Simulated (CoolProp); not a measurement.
Vapour-liquid equilibrium of R125 (1) + R134a (2) at 211.2 K; x and y are mole fractions of (1).

Model: multi-fluid Helmholtz-energy mixture model, Lemmon 2005 and Tillner-Roth 1994; pair parameters Lemmon 2004, in CoolProp.

| x | bubble pressure (kPa) | y at the bubble point | dew pressure at overall composition x (kPa) | liquid density (mol/L) |
|---|---|---|---|---|
| 0.05 | 15.79 | 0.157 | 14.52 | 14.43 |
| 0.125 | 18.49 | 0.335 | 15.39 | 14.31 |
| 0.2 | ___ | 0.468 | 16.37 | 14.20 |
| 0.275 | ___ | 0.570 | 17.48 | 14.09 |
| 0.35 | 26.47 | 0.652 | ___ | 13.97 |
| 0.425 | 29.08 | 0.718 | 20.22 | 13.86 |
| 0.5 | 31.67 | 0.774 | 21.94 | 13.75 |
| 0.575 | ___ | 0.821 | 23.98 | 13.64 |
| 0.65 | 36.79 | 0.862 | 26.41 | 13.53 |
| 0.725 | 39.33 | ___ | 29.38 | 13.41 |
| 0.8 | 41.86 | 0.929 | 33.06 | 13.31 |
| 0.875 | 44.40 | 0.958 | 37.71 | 13.20 |
| 0.95 | 46.95 | 0.984 | 43.69 | 13.09 |

Task: Some entries are withheld; supply them.

Result: 
- 0.2, bubble pressure (kPa): 21.17
- 0.275, bubble pressure (kPa): 23.83
- 0.35, dew pressure at overall composition x (kPa): 18.75
- 0.575, bubble pressure (kPa): 34.24
- 0.725, y at the bubble point: 0.897

No azeotrope shows between x = 0.05 and 0.95.

Pair parameters are fitted to limited data, so mixtures are less certain than the pure fluids.
